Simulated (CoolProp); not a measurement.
Vapour-liquid equilibrium of n-butane (1) + acetone (2) at 1.1 MPa; x and y are mole fractions of (1).

Values from CoolProp's multi-fluid Helmholtz-energy mixture model, Bücker 2006 and Lemmon 2006; pair parameters Bell 2016.

Q: Give the bubble temperature and the first vapour's composition at x = 0.5, 0.575, 0.725. Is there an azeotrope?

A: x = 0.5: 366.5 K, y = 0.774; x = 0.575: 364.5 K, y = 0.798; x = 0.725: 361.1 K, y = 0.847. No azeotrope shows between x = 0.05 and 0.95.

Pair parameters are fitted to limited data, so mixtures are less certain than the pure fluids.
